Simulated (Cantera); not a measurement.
Input (Python, Cantera) and output of one run.

```python
import numpy as np
import cantera as ct

gas_names = """
    C CN CO CO2 C2 CCN CNC C2N2 C2O C3 C3O2 C4 C4N2 C5 Fe FeC5O5 FeO N NCO NO NO2 NO3 N2 N2O O O2 O3
""".split()
cond_names = """
    C(gr) Fe(a) Fe(c) Fe(d) Fe(L) FeC5O5(L) FeO(s) FeO(L) Fe2O3(s) Fe3O4(s)
""".split()


# ... load() reads the species with a 1 bar reference pressure and builds the phases ...
atoms = {
    'Fe3O4': {'Fe': 3, 'O': 4},
    'CO': {'C': 1, 'O': 1},
    'N2': {'N': 2},
}
top_T = {'C(gr)': 4500, 'Fe2O3(s)': 1830, 'Fe3O4(s)': 1870}  # K; cautious upper limits of use, not melting points


# ... equilibrate(T, P, feed) seeds the gas with the atoms and calls Mixture.equilibrate('TP', solver="vcs", rtol=1e-11, max_steps=5000) ...
results = []
feed = {'Fe3O4': 1, 'CO': 17, 'N2': 1.5}  # mol
T = 2598  # K
for P in [10, 36, 130, 460, 1700, 6000, 22000, 77000, 280000, 1000000]:
    mix = equilibrate(T, P, feed)
    results.append((T, P, feed, dict(zip(mix.species_names, mix.species_moles))))

top = {s: max(r[3][s] / sum(r[3][g] for g in gas_names) for r in results) for s in gas_names}
cols = sorted((s for s in top if top[s] > 1e-06), key=lambda s: -top[s])[:5]
seen = [c for c in cond_names if any(r[3].get(c, 0) > 1e-12 for r in results)]
print("log10 of partial pressures in bar; condensed amounts in mol")
print(f"{'P/Pa':>10s}" + "".join(f"{s[:9]:>10s}" for s in cols + seen))
for T, P, feed, n in results:
    ng = sum(n[g] for g in gas_names)
    print(f"{P:10.4g}" + "".join(f"{np.log10(max(n[s] / ng * P / 1e5, 1e-99)):10.3f}" for s in cols)
          + "".join(f"{n.get(c, 0):10.4g}" for c in seen))
```

Result:

```
log10 of partial pressures in bar; condensed amounts in mol
      P/Pa        CO       CO2         O        Fe        N2     Fe(L)    FeO(L)
        10    -4.175    -6.167    -4.845    -4.926    -5.229         0         0
        36    -3.619    -5.133    -4.367    -4.364    -4.666         0         0
       130    -3.064    -4.190    -3.979    -3.798    -4.094         0         0
       460    -2.523    -3.375    -3.706    -3.242    -3.527         0         0
      1700    -1.966    -2.646    -3.533    -2.671    -2.943         0         0
      6000    -1.426    -2.025    -3.453    -2.122    -2.386         0         0
   2.2e+04    -0.826    -1.504    -3.532    -1.669    -1.800         0    0.8191
   7.7e+04    -0.223    -1.125    -3.755    -1.446    -1.227         0     2.051
   2.8e+05     0.366    -0.698    -3.918    -1.283    -0.653         0     2.637
     1e+06     0.929    -0.189    -3.971    -1.230    -0.094   0.09712      2.79
```

Equilibrium computed with Cantera from the NASA thermochemical tables; the gas is ideal and each condensed phase is pure. Each liquid is taken as pure. Mutual solubility and eutectic melting of coexisting phases are not modelled. The tables' stoichiometric FeO is somewhat more stable than real wüstite, so its field is too wide. FeO: taken at fixed stoichiometry.
